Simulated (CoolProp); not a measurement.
Vapour-liquid equilibrium of R114 (1) + benzene (2) at 301.9 K; x and y are mole fractions of (1).

Model: multi-fluid Helmholtz-energy mixture model, Platzer 1990 and Thol 2012; pair parameters Bell 2016, in CoolProp. This equation is an older, rougher fit; its heat capacities, sound speeds and derivatives of the liquid may be far off and weren't checked against measurements.

```tsv
x	bubble pressure, mixture model (kPa)	bubble pressure, Raoult's law (kPa)	y, mixture model	y, Raoult's law
0.05	50.42	26.38	(withheld)	0.458
0.2	115.0	60.34	0.884	0.800
0.35	147.1	94.30	0.917	0.896
0.5	(withheld)	128.3	(withheld)	0.941
0.65	185.6	162.2	0.948	0.968
0.8	206.0	196.2	(withheld)	0.985
0.95	(withheld)	230.1	0.990	0.997
```

Complete the blanks.


- 0.05, y, mixture model: 0.711
- 0.5, bubble pressure, mixture model (kPa): 167.5
- 0.5, y, mixture model: 0.933
- 0.8, y, mixture model: 0.966
- 0.95, bubble pressure, mixture model (kPa): 231.5

The largest gap from Raoult's law is +91.1 % in bubble pressure, at x = 0.05. No azeotrope shows between x = 0.05 and 0.95.

Pair parameters are fitted to limited data, so mixtures are less certain than the pure fluids. With so large a gap from Raoult's law the liquid may split in two, which this calculation doesn't test in full.
